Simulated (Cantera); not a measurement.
An isothermal, constant-pressure homogeneous reactor starts with CH₃OH : O₂ : N₂ = 0.026 : 0.024 : 1 (molar parts), at 1098 K and 1.01 bar. Integrator tolerance rtol = 1e-08.

Detailed kinetics in Cantera: GRI-Mech 3.0 (53 species, 325 reactions). GRI-Mech 3.0 was tuned for natural gas; its chemistry of methanol as a main component is partial and can be far from experiment. The temperature is held fixed by assumption; the heat of reaction is taken as removed at once.

Question: What does this change do: pressure from 1.01 bar to 6.90 bar?

Answer: 
| quantity | before | after |
|---|---|---|
| x(CH₃OH) at 100 s | <1e-12 (gas-phase equilibrium <1e-12) | <1e-12 (gas-phase equilibrium 1.38e-12) |
| x(O₂) at 100 s | <1e-12 (gas-phase equilibrium <1e-12) | 3.26e-12 (gas-phase equilibrium <1e-12) |
| x(N₂O) at 100 s | 1.73e-12 (gas-phase equilibrium <1e-12) | <1e-12 (gas-phase equilibrium <1e-12) |
| x(CH₂) at 100 s | <1e-12 (gas-phase equilibrium <1e-12) | <1e-12 (gas-phase equilibrium <1e-12) |
| x(H₂) at 100 s | 0.0148 (gas-phase equilibrium 0.0185) | 0.0108 (gas-phase equilibrium 0.0185) |
| x(H₂O₂) at 100 s | <1e-12 (gas-phase equilibrium <1e-12) | <1e-12 (gas-phase equilibrium <1e-12) |
| x(HCN) at 100 s | 5.29e-10 (gas-phase equilibrium 2.41e-9) | 1.76e-12 (gas-phase equilibrium 1.64e-8) |
